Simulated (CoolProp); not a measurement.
A Linde-Hampson liquefier for carbon monoxide: isothermal reversible compression at 200 K from 1 atm to 20 MPa, throttling to 1 atm, return gas leaving the recuperator 0 K below the feed. Each further row changes one setting.

Computed with CoolProp (reference Helmholtz-energy equation of state, Lemmon 2006). It is a short technical equation, of lower accuracy than the large ones.

```
case                        liquid yield per pass  compression work (kJ/kg of gas)
--------------------------  ---------------------  -------------------------------
as stated                                   0.258                              293
as stated                                   0.258                              293
high pressure 40 MPa                          [?]                              335
warm-end temperature 230 K                    [?]                              [?]
warm-end gap 5 K                              [?]                              293
```

Some entries are withheld; supply them.


- high pressure 40 MPa, liquid yield per pass: 0.279
- warm-end temperature 230 K, liquid yield per pass: 0.180
- warm-end temperature 230 K, compression work (kJ/kg of gas): 348
- warm-end gap 5 K, liquid yield per pass: 0.246
